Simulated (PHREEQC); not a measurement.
Consider water at 20 °C with 0.0026 mol LiBr, 0.00092 mol MnCl2 and 4.6e-05 mol NaCl per kg of water. Closed to the air; pH follows from the charge balance.

The numbers come from PHREEQC with the ion-association model, phreeqc.dat.

```json
{
 "pH": "6.87",
 "ionic_strength": "0.00540 mol/kgw",
 "specific_conductance": "448 µS/cm"
}
```

| species | molality | activity | log γ |
|---|---|---|---|
| Br- | 0.00260 | 0.00240 | -0.035 |
| Li+ | 0.00260 | 0.00241 | -0.032 |
| Cl- | 0.00188 | 0.00174 | -0.034 |
| Mn+2 | 0.000915 | 0.000678 | -0.130 |
| Na+ | 4.60e-5 | 4.26e-5 | -0.033 |
| MnCl+ | 5.19e-6 | 4.80e-6 | -0.033 |
| H+ | 1.46e-7 | 1.36e-7 | -0.031 |
| MnOH+ | 9.14e-8 | 8.47e-8 | -0.033 |
| OH- | 5.45e-8 | 5.03e-8 | -0.034 |
| MnCl2 | 3.64e-9 | 3.65e-9 | 0.001 |

No solid was allowed to form.
